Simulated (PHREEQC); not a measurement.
Make-up at 20 °C: 4.6 mol/kgw NaBr and 0.0013 mol/kgw H4SiO4. It is in equilibrium with CO2 at log p = -3.4 (atm). Otherwise closed; pH follows from the charge balance.

All values are PHREEQC results (Pitzer model, pitzer.dat), not measurements.

### Question
The ionic strength comes out as 4.60 mol/kgw. What activity coefficients do Br-, H+, HCO3-, Na+ get?

### Answer
Br- 0.70, H+ 5.0, HCO3- 0.24, Na+ 1.4. Single-ion values are on the MacInnes scale.

This is a speciation only: nothing precipitates in the calculation. Examples of supersaturated solids here: SiO2(a). Others may be too. Species that the database lacks are ignored. In brines, pH and single-ion activities rest on the MacInnes convention.
